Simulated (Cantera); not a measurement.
Charge: 1 mol SiC, 0.012 mol N2O, 12 mol H2, equilibrated at 1573.15 K and 1 atm.

Cantera equilibrium calculation (NASA polynomials, part measured and part estimated; ideal gas, pure solids and liquids). Candidate condensed phases: C, C6H6, C7H8, C8H18, H2O, Si, SiC, SiO2, Si2N2O, Si3N4; 151 gas species. Mutual solubility and eutectic melting of coexisting phases are not modelled. Kinetics and transport are ignored.

Base state: H2 0.998, N2 0.000555, CO 0.000524, CH4 0.000378, H 4.04e-5, SiO 3.29e-5 (mole fractions); condensed: SiC(s) + Si2N2O(s).

**Question.** What changes in the equilibrium state with this change: N2O from 0.012 to 0.89 mol?

**Answer.** 
```csv
species,before,after
H2,0.998,0.937
CO,0.000524,0.0305
N2,0.000555,0.0304
SiO,3.29e-5,1.53e-5
HCN,8.31e-6,0.000292
C2H2 (acetylene),8.62e-7,1.94e-5
H2O,2.70e-6,3.01e-5
"SiC(s), mol",0.989,0
"Si2N2O(s), mol",0.00528,0.500
"C(graphite), mol",0,0.585
```
